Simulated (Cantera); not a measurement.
Standard-state values (1 bar) from the NASA 1993 polynomials, evaluated with Cantera. Values are per mole of reaction as written; species without (g) are pure solids or liquids, kept so even where they would boil at 1 bar.

Q: Between 1898 and 2798 K, where is each reaction favourable under standard conditions?
- 2 PbS(g) + O2(g) = 2 PbO(g) + S2(g)

A: 
- 2 PbS(g) + O2(g) = 2 PbO(g) + S2(g): ΔG° is 3 kJ at 1898 K and 1 kJ at 2798 K; it stays positive (K < 1). ΔH° is 9 kJ and ΔS° 3 J/K at 2798 K.
